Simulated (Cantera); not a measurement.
What does this Cantera script print?

```python
import numpy as np
import cantera as ct

gas_names = """
    B BH BH2 BH3 BN BO BO2 B2 B2O B2O2 B2O3 B3O3H3 H HBO HBO2 HNO HNO2 HNO3 HO2 H2 H2O H2O2 H3B3O6 N NH
    NH2 NH3 NH2OH NO NO2 NO3 N2 N2H2 N2H4 N2O O OH O2 O3
""".split()
cond_names = """
    B(b) B(L) BN(s) B2O3(L) B3O3H3(cr) H2O(s) H2O(L)
""".split()


# ... load() reads the species with a 1 bar reference pressure and builds the phases ...
atoms = {
    'B2O3': {'B': 2, 'O': 3},
    'NH3': {'N': 1, 'H': 3},
    'H2': {'H': 2},
}
top_T = {'BN(s)': 3200}  # K; cautious upper limits of use, not melting points


# ... equilibrate(T, P, feed) seeds the gas with the atoms and calls Mixture.equilibrate('TP', solver="vcs", rtol=1e-11, max_steps=5000) ...
results = []
feed = {'B2O3': 1, 'NH3': 16, 'H2': 0.26}  # mol
P = 13000  # Pa
for T in [923, 1073, 1223, 1373, 1523, 1673, 1823, 1973, 2123]:
    mix = equilibrate(T, P, feed)
    results.append((T, P, feed, dict(zip(mix.species_names, mix.species_moles))))
    x = sorted(zip(gas.X, gas.species_names), reverse=True)
    print(f"T = {T:g} K  P = {P:g} Pa  gas = {mix.phase_moles(0):.4g} mol")
    print("   x: " + "  ".join(f"{s} {v:.3e}" for v, s in x if v > 1e-05))
    print("   condensed (mol): " + ("  ".join(f"{mix.phase(i).name} {mix.phase_moles(i):.4g}"
          for i in range(1, mix.n_phases) if mix.phase_moles(i) > 1e-12) or "none"))
```

Result:

```
T = 923 K  P = 13000 Pa  gas = 32.23 mol
   x: H2 7.502e-01  N2 2.474e-01  H2O 2.372e-03  NH3 4.243e-05
   condensed (mol): BN(s) 0.05103  B2O3(L) 0.9744
T = 1073 K  P = 13000 Pa  gas = 32.24 mol
   x: H2 7.503e-01  N2 2.474e-01  H2O 2.249e-03  NH3 1.556e-05  HBO2 1.426e-05
   condensed (mol): BN(s) 0.0485  B2O3(L) 0.9755
T = 1223 K  P = 13000 Pa  gas = 32.24 mol
   x: H2 7.503e-01  N2 2.474e-01  H2O 2.105e-03  HBO2 1.459e-04
   condensed (mol): BN(s) 0.04678  B2O3(L) 0.9742
T = 1373 K  P = 13000 Pa  gas = 32.25 mol
   x: H2 7.498e-01  N2 2.473e-01  H2O 1.964e-03  HBO2 8.657e-04  HBO 7.620e-05
   condensed (mol): BN(s) 0.05071  B2O3(L) 0.9591
T = 1523 K  P = 13000 Pa  gas = 32.31 mol
   x: H2 7.468e-01  N2 2.466e-01  HBO2 3.514e-03  H2O 1.829e-03  HBO 9.018e-04  B2O3 2.651e-04  H 5.540e-05
   condensed (mol): BN(s) 0.06732  B2O3(L) 0.8861
T = 1673 K  P = 13000 Pa  gas = 32.65 mol
   x: H2 7.324e-01  N2 2.439e-01  HBO2 1.077e-02  HBO 6.709e-03  B2O3 3.910e-03  H2O 1.679e-03  B2O2 3.013e-04  H 2.703e-04  BO 5.120e-05
   condensed (mol): BN(s) 0.07347  B2O3(L) 0.5393
T = 1823 K  P = 13000 Pa  gas = 33.28 mol
   x: H2 7.093e-01  N2 2.404e-01  HBO 1.730e-02  HBO2 1.689e-02  B2O3 1.120e-02  H2O 1.960e-03  B2O2 1.537e-03  H 1.012e-03  BO 4.288e-04
   condensed (mol): none
T = 1973 K  P = 13000 Pa  gas = 33.33 mol
   x: H2 7.047e-01  N2 2.400e-01  HBO 1.940e-02  HBO2 1.735e-02  B2O3 9.458e-03  H2O 3.183e-03  H 3.141e-03  B2O2 1.516e-03  BO 1.288e-03
   condensed (mol): none
T = 2123 K  P = 13000 Pa  gas = 33.45 mol
   x: H2 6.972e-01  N2 2.391e-01  HBO 2.083e-02  HBO2 1.726e-02  H 8.308e-03  B2O3 7.795e-03  H2O 4.798e-03  BO 3.220e-03  B2O2 1.425e-03  BO2 3.065e-05
   condensed (mol): none
```

Equilibrium computed with Cantera from the NASA thermochemical tables; the gas is ideal and each condensed phase is pure. Mutual solubility and eutectic melting of coexisting phases are not modelled. Gases not in the tables: H3BO3.
